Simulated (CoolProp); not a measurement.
Properties of normal hydrogen along the isobar 5.34 MPa (Tc = 33.1 K, pc = 1.296 MPa, ω = -0.219).

The numbers come from the reference Helmholtz-energy equation of state, Leachman 2009 in CoolProp.

```json
[
 {"T (K)": "30.5", "phase": "liquid", "cp (kJ/(kg K))": "12.31", "cv (kJ/(kg K))": "6.300", "speed of sound (m/s)": "1123"},
 {"T (K)": "46.5", "phase": "supercritical", "cp (kJ/(kg K))": "21.00", "cv (kJ/(kg K))": "6.692", "speed of sound (m/s)": "747.5"},
 {"T (K)": "62.5", "phase": "supercritical", "cp (kJ/(kg K))": "15.90", "cv (kJ/(kg K))": "6.656", "speed of sound (m/s)": "729.1"},
 {"T (K)": "78.5", "phase": "supercritical", "cp (kJ/(kg K))": "13.50", "cv (kJ/(kg K))": "6.778", "speed of sound (m/s)": "792.7"},
 {"T (K)": "94.5", "phase": "supercritical", "cp (kJ/(kg K))": "12.82", "cv (kJ/(kg K))": "7.100", "speed of sound (m/s)": "851.8"},
 {"T (K)": "110.5", "phase": "supercritical", "cp (kJ/(kg K))": "12.73", "cv (kJ/(kg K))": "7.522", "speed of sound (m/s)": "903.9"},
 {"T (K)": "126.5", "phase": "supercritical", "cp (kJ/(kg K))": "12.88", "cv (kJ/(kg K))": "7.965", "speed of sound (m/s)": "951.4"},
 {"T (K)": "142.4", "phase": "supercritical", "cp (kJ/(kg K))": "13.10", "cv (kJ/(kg K))": "8.379", "speed of sound (m/s)": "995.6"},
 {"T (K)": "158.4", "phase": "supercritical", "cp (kJ/(kg K))": "13.34", "cv (kJ/(kg K))": "8.749", "speed of sound (m/s)": "1038"},
 {"T (K)": "174.4", "phase": "supercritical", "cp (kJ/(kg K))": "13.56", "cv (kJ/(kg K))": "9.068", "speed of sound (m/s)": "1079"}
]
```

The peak of cp marks the crossing from liquid-like to gas-like fluid above the critical point.
